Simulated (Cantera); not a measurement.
Input: 1 mol SiHCl₃, 0.24 mol Cl₂, 4.8 mol H₂, equilibrated at 12.8 Torr.

Method: chemical equilibrium by Gibbs-energy minimisation in Cantera with the NASA 1993 tables (ideal gas, pure condensed phases). Candidate condensed phases: Si; 19 gas species. Gases not in the tables: Si₂H₆ and higher silanes. Rates play no part.

Q: What share of the Si ends up in condensed phases as a function of T (°C), at 625, 775, 925, 1075, 1225, 1375, 1525?

A: 
```tsv
T (°C)	Si condensed (%)	as
625	11.0	Si(s)
775	14.6	Si(s)
925	14.0	Si(s)
1075	0.9	Si(s)
1225	0.0	-
1375	0.0	-
1525	0.0	-
```
